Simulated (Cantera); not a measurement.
Feed: 1 mol Fe2O3, 1.9 mol CO, held at 1.00 bar.

These are equilibrium values from Cantera (NASA tables, ideal gas, pure condensed phases), not measurements of a reactor. Candidate condensed phases: C, Fe, Fe(CO)5, FeO, Fe2O3, Fe3O4; 15 gas species. The tables' stoichiometric FeO is somewhat more stable than real wüstite, so its field is too wide. FeO: taken at fixed stoichiometry. Equilibrium is a limit: real reactors are often held back by kinetics, nucleation or transport.

x: gas mole fraction; n: condensed amount in mol.

```csv
T (K),x CO2,x CO,x Fe,x FeO,x O2,x O,n FeO(s),n FeO(l)
1225,0.526,0.474,2.00e-11,<1e-12,<1e-12,<1e-12,2.00,0
1375,0.526,0.474,1.30e-9,6.62e-12,<1e-12,<1e-12,2.00,0
1525,0.526,0.474,[?],[?],[?],[?],2.00,0
1675,0.526,0.474,[?],[?],[?],[?],0,2.00
1825,0.526,0.474,4.38e-6,2.40e-7,8.71e-8,4.53e-8,0,2.00
1975,0.526,0.474,2.57e-5,2.41e-6,1.41e-6,6.55e-7,0,2.00
2125,0.526,0.474,0.000116,1.71e-5,1.54e-5,6.48e-6,0,2.00
```

**Question.** Fill in the missing entries.

**Answer.** 
- 1675, x Fe: 5.32e-7
- 1675, x FeO: 1.53e-8
- 1675, x O2: 3.23e-9
- 1675, x O: 1.94e-9
- 1525, x Fe: 3.63e-8
- 1525, x FeO: 4.81e-10
- 1525, x O2: 6.18e-11
- 1525, x O: 4.45e-11
